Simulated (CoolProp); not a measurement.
The fluid at 377.49 K and 0.43 MPa is throttled through a valve to 0.231 MPa with no heat exchange. The same conditions are run with several fluids, on thermodynamics alone (safety and materials aside).

Values from CoolProp's reference Helmholtz-energy equation of state of each fluid (n-perfluorobutane: Gao 2022; sulfur hexafluoride: Guder 2009; propyne: Polt 1992; propane: Lemmon 2009; C2F6 (R116): Lemmon 2006). The equations of Platzer and Polt are older, rougher fits.

```tsv
fluid	temperature change (K)	final density (kg/m³)
n-perfluorobutane	(withheld)	(withheld)
sulfur hexafluoride	(withheld)	10.9
propyne	(withheld)	3.02
propane	(withheld)	(withheld)
C2F6 (R116)	-0.9	10.3
```

Question: What belongs in the gaps?

Answer: 
- n-perfluorobutane, temperature change (K): -1.6
- n-perfluorobutane, final density (kg/m³): 18.3
- sulfur hexafluoride, temperature change (K): -1.0
- propyne, temperature change (K): -2.2
- propane, temperature change (K): -1.7
- propane, final density (kg/m³): 3.32
